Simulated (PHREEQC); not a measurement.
Synthetic water in mmol/kgw, 55 °C, pH 6.4: Na 154; K 26.4; Ca 6.7; Mg 14.4; Cl 230; S(6) 1.25; Alkalinity (meq/kgw) 5.61e-06; Li 3.39.

Cl is adjusted to close the charge balance.
Valence states are taken as typed.

Computed with PHREEQC (Pitzer model, pitzer.dat).

| quantity | before | after |
|---|---|---|
| MgOH+ (mol/kgw) | 1.83e-7 | 6.08e-8 |
| HCO3- (mol/kgw) | 8.46e-8 | 3.61e-7 |
| CO2 (mol/kgw) | 4.44e-8 | 1.99e-7 |
| HSO4- (mol/kgw) | 2.61e-8 | 1.73e-8 |
| CO3-2 (mol/kgw) | 6.06e-11 | 2.19e-10 |
| MgCO3 (mol/kgw) | 5.55e-11 | 1.74e-10 |
| SI of Gypsum (CaSO4:2H2O) | -1.78 | -1.79 |
| SI of Halite (NaCl) | -3.38 | -3.36 |

Q: Which change was made?
A) pH from 6.4 to 5.5 at the same alkalinity
B) temperature from 55 to 40 °C at the same typed pH
C) K from 26.4 to 79.2 mmol/kgw

A: B, temperature from 55 to 40 °C at the same typed pH

No solid was allowed to form. Away from 25 °C the constants follow the database's enthalpies or fits; those with neither stay at their 25 °C values.
